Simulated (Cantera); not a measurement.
A Cantera script and its output.

```python
import numpy as np
import cantera as ct

gas = ct.Solution("gri30.yaml")
gas.TPX = 475, 500000, {'CH4': 1, 'C2H6': 0.84, 'C3H8': 1.3, 'O2': 27.2, 'N2': 102, 'H2O': 34}
inlet = ct.Reservoir(gas, clone=True)
gas.equilibrate("HP")  # start burning
reactor = ct.IdealGasConstPressureReactor(gas, energy="on", clone=False)
exhaust = ct.Reservoir(gas, clone=True)
tau = [0.057, 0.029, 0.014, 0.0073, 0.0036, 0.0018, 0.00092, 0.00046, 0.00023, 0.00012, 5.8e-05][0]
for a, b in ((inlet, reactor), (reactor, exhaust)):
    ct.MassFlowController(a, b, mdot=lambda t: reactor.mass / tau)
net = ct.ReactorNet([reactor])
show = ['CH4', 'C2H6', 'C3H8', 'H2O', 'H']

rows = []
print(f"{'tau/s':>10s}{'T/K':>9s}" + "".join(f"{s:>11s}" for s in show))
for tau in [0.057, 0.029, 0.014, 0.0073, 0.0036, 0.0018, 0.00092, 0.00046, 0.00023, 0.00012, 5.8e-05]:
    net.initial_time = 0.0
    net.advance(30 * tau)
    before = gas.X
    net.advance(40 * tau)
    drift = np.max(np.abs(gas.X - before) / (gas.X + 1e-9))
    rows.append([gas.T, *gas[show].X, drift])
    print(f"{tau:10.3e}{gas.T:9.1f}" + "".join(f"{x:11.3e}" for x in gas[show].X))
```

Result:

```
     tau/s      T/K        CH4       C2H6       C3H8        H2O          H
 5.700e-02   1156.7  3.930e-04  6.942e-05  1.097e-04  2.559e-01  1.547e-07
 2.900e-02    475.0  6.012e-03  5.050e-03  7.815e-03  2.044e-01  1.812e-36
 1.400e-02    475.0  6.012e-03  5.050e-03  7.815e-03  2.044e-01  5.362e-37
 7.300e-03    475.0  6.012e-03  5.050e-03  7.815e-03  2.044e-01  2.863e-37
 3.600e-03    475.0  6.012e-03  5.050e-03  7.815e-03  2.044e-01  1.423e-37
 1.800e-03    475.0  6.012e-03  5.050e-03  7.815e-03  2.044e-01  7.036e-38
 9.200e-04    475.0  6.012e-03  5.050e-03  7.815e-03  2.044e-01  3.612e-38
 4.600e-04    475.0  6.012e-03  5.050e-03  7.815e-03  2.044e-01  1.801e-38
 2.300e-04    475.0  6.012e-03  5.050e-03  7.815e-03  2.044e-01  8.993e-39
 1.200e-04    475.0  6.012e-03  5.050e-03  7.815e-03  2.044e-01  4.688e-39
 5.800e-05    475.0  6.012e-03  5.050e-03  7.815e-03  2.044e-01  2.158e-39
```

Cantera simulation using GRI-Mech 3.0 (53 species, 325 reactions); the numbers are that mechanism's predictions, not measurements. GRI-Mech 3.0 was tuned for natural gas; its chemistry of propane as a main component is partial and can be far from experiment.
